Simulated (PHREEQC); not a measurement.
Consider water at 8.5 °C with 2.6 mmol/kgw NaHCO3, 0.19 mmol/kgw NH3 and 0.036 mmol/kgw KCl. Closed to the air; pH follows from the charge balance.

Computed with PHREEQC (ion-association model, phreeqc.dat).

Precipitation was switched off in this run.

Task: Order these C species by the share of C that they hold, largest first: CO2, HCO3-, CO3-2, NaHCO3.

Result: HCO3- (94 %), CO3-2 (5.7 %), CO2 (0.16 %), NaHCO3 (0.13 %)

The pH is 9.22 and the ionic strength 0.00293 mol/kgw. Constants without temperature data keep their 25 °C values here.
